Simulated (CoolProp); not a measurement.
Model: reference Helmholtz-energy equation of state, de Reuck 1993, in CoolProp.

Problem. For methanol, give the phase and the density (kg/m³), isothermal compressibility (1/MPa), conductivity (mW/(m K)) at 527.8 K and 103 bar; 527.8 K and 120 bar; 527.8 K and 154 bar.

Solution. 
- 527.8 K and 103 bar: supercritical; density 271, isothermal compressibility 0.548, conductivity 152
- 527.8 K and 120 bar: supercritical; density 401, isothermal compressibility 0.0781, conductivity 158
- 527.8 K and 154 bar: supercritical; density 464, isothermal compressibility 0.0261, conductivity 163

Thermal conductivity comes from a separate model (Sykioti 2013).
